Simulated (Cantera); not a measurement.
## Ignition delay

Mixture: H2 : O2 : N2 : NO = 1 : 0.526 : 1.98 : 0.0035 (molar parts), at 3.50 bar, adiabatic and at constant volume. Ignition delay is the time to a rise of 400 K.

Model: GRI-Mech 3.0 (53 species, 325 reactions), integrated in Cantera. The hydrogen kinetics of GRI-Mech 3.0 are dated; newer H2 mechanisms differ, most at raised pressure. Below about 950 K walls govern HO2 and H2O2 in real vessels.

| T0 (K) | delay (ms) |
|---|---|
| 925 | 0.831 |
| 1000 | 0.240 |
| 1075 | 0.0691 |
| 1150 | 0.0254 |
| 1225 | 0.0132 |
| 1300 | 0.00842 |

* **apparent activation energy between 1150 and 1300 K**: 92 kJ/mol
